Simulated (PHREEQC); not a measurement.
Dissolve 0.033 mol NaH2PO4, 0.00017 mol K2HPO4 and 0.00063 mol H4SiO4 per kg of water at 25 °C. Closed to the air; pH follows from the charge balance.

The numbers come from PHREEQC with the ion-association model, wateq4f.dat.

Precipitation was switched off in this run.

Question: What pH, ionic strength does the model give?

Answer: pH 4.85; ionic strength 0.0336 mol/kgw.

Saturation is exceeded, for instance for Quartz (slow to form), Chalcedony (slow to form); the values hold only as long as no solid forms. Complexes and solids missing from the database can't appear. H3PO4, which wateq4f.dat lacks, is added to it with the constant of phreeqc.dat.
